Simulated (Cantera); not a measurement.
Cantera run, input and output.

```python
import numpy as np
import cantera as ct

gas = ct.Solution("h2o2.yaml")
gas.TPX = 1123, 1800, {'H2': 0.005, 'O2': 1}
inlet = ct.Reservoir(gas, clone=True)

reactor = ct.IdealGasConstPressureReactor(gas, energy="off", clone=False)
exhaust = ct.Reservoir(gas, clone=True)
tau = [0.71, 0.43, 0.25, 0.15, 0.09, 0.054, 0.032, 0.019, 0.011, 0.0069][0]
for a, b in ((inlet, reactor), (reactor, exhaust)):
    ct.MassFlowController(a, b, mdot=lambda t: reactor.mass / tau)
net = ct.ReactorNet([reactor])
show = ['H2', 'O2', 'H', 'OH', 'H2O2', 'H2O']

rows = []
print(f"{'tau/s':>10s}{'T/K':>9s}" + "".join(f"{s:>11s}" for s in show))
for tau in [0.71, 0.43, 0.25, 0.15, 0.09, 0.054, 0.032, 0.019, 0.011, 0.0069]:
    net.initial_time = 0.0
    net.advance(30 * tau)
    before = gas.X
    net.advance(40 * tau)
    drift = np.max(np.abs(gas.X - before) / (gas.X + 1e-9))
    rows.append([gas.T, *gas[show].X, drift])
    print(f"{tau:10.3e}{gas.T:9.1f}" + "".join(f"{x:11.3e}" for x in gas[show].X))
```

It prints:

```
     tau/s      T/K         H2         O2          H         OH       H2O2        H2O
 7.100e-01   1123.0  5.109e-05  9.939e-01  1.942e-05  1.808e-04  1.513e-08  4.833e-03
 4.300e-01   1123.0  6.833e-05  9.936e-01  2.923e-05  2.130e-04  1.691e-08  4.794e-03
 2.500e-01   1123.0  9.477e-05  9.932e-01  4.415e-05  2.539e-04  1.931e-08  4.738e-03
 1.500e-01   1123.0  1.309e-04  9.928e-01  6.300e-05  2.990e-04  2.226e-08  4.669e-03
 9.000e-02   1123.0  1.837e-04  9.924e-01  8.675e-05  3.516e-04  2.620e-08  4.577e-03
 5.400e-02   1123.0  2.620e-04  9.921e-01  1.150e-04  4.127e-04  3.149e-08  4.453e-03
 3.200e-02   1123.0  3.824e-04  9.918e-01  1.469e-04  4.842e-04  3.870e-08  4.280e-03
 1.900e-02   1123.0  5.634e-04  9.917e-01  1.785e-04  5.622e-04  4.792e-08  4.043e-03
 1.100e-02   1123.0  8.515e-04  9.917e-01  2.052e-04  6.443e-04  5.933e-08  3.700e-03
 6.900e-03   1123.0  1.213e-03  9.919e-01  2.153e-04  7.023e-04  6.903e-08  3.304e-03
```

Cantera simulation using the H2/O2 subset of GRI-Mech 3.0, which has no nitrogen chemistry; the numbers are that mechanism's predictions, not measurements. Radical loss at walls, strong at low pressure, is not modelled.
